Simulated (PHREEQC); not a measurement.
# Buffer: speciation

Solution (10 °C): 0.19 mol KH2PO4 and 0.041 mol Na2CO3 per kg of water. Closed to the air; pH follows from the charge balance.

Model: ion-association model, wateq4f.dat, run in PHREEQC.

Each row changes one thing in this solution. No solid was allowed to form.

```json
[
 {"case": "as made", "pH": "6.40", "ionic strength (mol/kgw)": "0.317", "H2PO4- (mol/kgw)": "0.131", "HPO4-2 (mol/kgw)": "0.0521", "KHPO4- (mol/kgw)": "0.00462", "H3PO4 (mol/kgw)": "4.28e-6"},
 {"case": "temperature from 10 to 5 °C", "pH": "6.42", "ionic strength (mol/kgw)": "0.317", "H2PO4- (mol/kgw)": "0.131", "HPO4-2 (mol/kgw)": "0.0526", "KHPO4- (mol/kgw)": "0.00471", "H3PO4 (mol/kgw)": "3.78e-6"},
 {"case": "temperature from 10 to 60 °C", "pH": "6.25", "ionic strength (mol/kgw)": "0.318", "H2PO4- (mol/kgw)": "0.132", "HPO4-2 (mol/kgw)": "0.0521", "KHPO4- (mol/kgw)": "0.00411", "H3PO4 (mol/kgw)": "1.05e-5"},
 {"case": "Na2CO3 left out", "pH": "4.39", "ionic strength (mol/kgw)": "0.191", "H2PO4- (mol/kgw)": "0.189", "HPO4-2 (mol/kgw)": "___", "KHPO4- (mol/kgw)": "7.11e-5", "H3PO4 (mol/kgw)": "0.000668"},
 {"case": "temperature from 10 to 20 °C", "pH": "6.36", "ionic strength (mol/kgw)": "___", "H2PO4- (mol/kgw)": "0.132", "HPO4-2 (mol/kgw)": "0.0513", "KHPO4- (mol/kgw)": "0.00448", "H3PO4 (mol/kgw)": "5.37e-6"},
 {"case": "temperature from 10 to 55 °C", "pH": "6.26", "ionic strength (mol/kgw)": "0.317", "H2PO4- (mol/kgw)": "0.132", "HPO4-2 (mol/kgw)": "0.0517", "KHPO4- (mol/kgw)": "0.00415", "H3PO4 (mol/kgw)": "___"},
 {"case": "diluted 100-fold with water", "pH": "6.77", "ionic strength (mol/kgw)": "0.00326", "H2PO4- (mol/kgw)": "0.00136", "HPO4-2 (mol/kgw)": "0.000539", "KHPO4- (mol/kgw)": "1.57e-6", "H3PO4 (mol/kgw)": "2.68e-8"}
]
```

**Question.** Fill in the missing entries.

**Answer.** 
- Na2CO3 left out, HPO4-2 (mol/kgw): 0.000647
- temperature from 10 to 20 °C, ionic strength (mol/kgw): 0.316
- temperature from 10 to 55 °C, H3PO4 (mol/kgw): 9.79e-6

Complexes and solids missing from the database can't appear. H3PO4, which wateq4f.dat lacks, is added to it with the constant of phreeqc.dat. Away from 25 °C the constants follow the database's enthalpies or fits; those with neither stay at their 25 °C values.
